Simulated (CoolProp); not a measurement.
A simple Rankine cycle with water: condensing at 290.15 K, boiler at 1.94 MPa, turbine inlet 499 K, turbine efficiency 0.75, pump efficiency 0.7, no recuperator. Each further row changes one setting.

The numbers come from the reference Helmholtz-energy equation of state, Wagner 2002 in CoolProp.

```json
[
 {"case": "as stated", "thermal efficiency (%)": "26.3", "net work (kJ/kg)": "729", "heat in (kJ/kg)": "2770", "turbine exit temperature (K)": "290.1", "volume ratio over the turbine": "531"},
 {"case": "turbine inlet 519 K", "thermal efficiency (%)": "26.4", "net work (kJ/kg)": "746", "heat in (kJ/kg)": "2820", "turbine exit temperature (K)": "290.1", "volume ratio over the turbine": "510"},
 {"case": "condensing temperature 282.15 K", "thermal efficiency (%)": "27.4", "net work (kJ/kg)": "766", "heat in (kJ/kg)": "2800", "turbine exit temperature (K)": "282.2", "volume ratio over the turbine": "863"},
 {"case": "boiler pressure 1.36 MPa", "thermal efficiency (%)": "25.2", "net work (kJ/kg)": "706", "heat in (kJ/kg)": "2800", "turbine exit temperature (K)": "290.1", "volume ratio over the turbine": "369"},
 {"case": "turbine efficiency 0.65", "thermal efficiency (%)": "22.8", "net work (kJ/kg)": "631", "heat in (kJ/kg)": "2770", "turbine exit temperature (K)": "290.1", "volume ratio over the turbine": "556"}
]
```

The expansion ends wet for: as stated; turbine inlet 519 K; condensing temperature 282.15 K; boiler pressure 1.36 MPa; turbine efficiency 0.65.
